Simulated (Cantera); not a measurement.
Cantera run:

```python
import numpy as np
import cantera as ct

gas_names = """
    Br Br2 H HBr H2 Si SiBr SiBr2 SiBr3 SiBr4 SiH SiHBr3 SiH2 SiH2Br2 SiH3 SiH3Br SiH4 Si2 Si3
""".split()
cond_names = """
    Br2(cr) Br2(L) Si(cr) Si(L)
""".split()


# ... load() reads the species with a 1 bar reference pressure and builds the phases ...
atoms = {
    'Si': {'Si': 1},
    'HBr': {'H': 1, 'Br': 1},
    'H2': {'H': 2},
}
top_T = {}  # K; cautious upper limits of use, not melting points


# ... equilibrate(T, P, feed) seeds the gas with the atoms and calls Mixture.equilibrate('TP', solver="vcs", rtol=1e-11, max_steps=5000) ...
results = []
feed = {'Si': 1, 'HBr': 1.5, 'H2': 12}  # mol
P = 1000  # Pa
for T in [673, 748, 823, 898, 973, 1048, 1123, 1198, 1273, 1348, 1423, 1498, 1573, 1648]:
    mix = equilibrate(T, P, feed)
    results.append((T, P, feed, dict(zip(mix.species_names, mix.species_moles))))

top = {s: max(r[3][s] / sum(r[3][g] for g in gas_names) for r in results) for s in gas_names}
cols = sorted((s for s in top if top[s] > 1e-05), key=lambda s: -top[s])[:8]
seen = [c for c in cond_names if any(r[3].get(c, 0) > 1e-12 for r in results)]
print("log10 of partial pressures in bar; condensed amounts in mol")
print(f"{'T/K':>10s}" + "".join(f"{s[:9]:>10s}" for s in cols + seen))
for T, P, feed, n in results:
    ng = sum(n[g] for g in gas_names)
    print(f"{T:10.4g}" + "".join(f"{np.log10(max(n[s] / ng * P / 1e5, 1e-99)):10.3f}" for s in cols)
          + "".join(f"{n.get(c, 0):10.4g}" for c in seen))
```

Output:

```
log10 of partial pressures in bar; condensed amounts in mol
       T/K        H2       HBr     SiBr4     SiBr2        Br    SiHBr3         H     SiBr3    Si(cr)
       673    -2.013    -4.941    -3.567    -8.387   -13.187    -4.817   -15.264    -7.985    0.6235
       748    -2.014    -4.436    -3.579    -7.206   -11.508    -4.782   -13.548    -7.151    0.6312
       823    -2.016    -4.029    -3.605    -6.252   -10.139    -4.767   -12.143    -6.484    0.6493
       898    -2.020    -3.701    -3.659    -5.477    -9.007    -4.780   -10.971    -5.953    0.6822
       973    -2.025    -3.441    -3.764    -4.854    -8.063    -4.839    -9.979    -5.551    0.7297
      1048    -2.033    -3.249    -3.969    -4.380    -7.283    -4.976    -9.129    -5.294    0.7798
      1123    -2.040    -3.134    -4.351    -4.074    -6.658    -5.249    -8.391    -5.225    0.8108
      1198    -2.043    -3.093    -4.923    -3.928    -6.170    -5.665    -7.743    -5.345    0.8154
      1273    -2.044    -3.088    -5.560    -3.866    -5.772    -6.130    -7.169    -5.550    0.8077
      1348    -2.044    -3.094    -6.165    -3.833    -5.428    -6.572    -6.658    -5.763    0.7979
      1423    -2.044    -3.103    -6.719    -3.810    -5.123    -6.977    -6.199    -5.963    0.7889
      1498    -2.043    -3.112    -7.222    -3.794    -4.850    -7.345    -5.787    -6.148    0.7816
      1573    -2.043    -3.123    -7.685    -3.785    -4.604    -7.684    -5.412    -6.321    0.7763
      1648    -2.043    -3.135    -8.115    -3.782    -4.383    -7.998    -5.072    -6.487     0.773
```

Cantera equilibrium calculation (NASA polynomials, part measured and part estimated; ideal gas, pure solids and liquids). The tables' values for SiBr3, SiBr are old estimates; treat these amounts as uncertain.
